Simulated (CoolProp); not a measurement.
The numbers come from the reference Helmholtz-energy equation of state, Thol 2016 in CoolProp.

### Question
For hexamethyldisiloxane (MM), give the phase and the density (kg/m³), isothermal compressibility (1/MPa) at 1.25 °C and 0.347 bar; 1.25 °C and 9.32 bar; 1.25 °C and 21.2 bar.

### Answer
- 1.25 °C and 0.347 bar: liquid; density 784, isothermal compressibility 0.00171
- 1.25 °C and 9.32 bar: liquid; density 786, isothermal compressibility 0.00168
- 1.25 °C and 21.2 bar: liquid; density 787, isothermal compressibility 0.00164
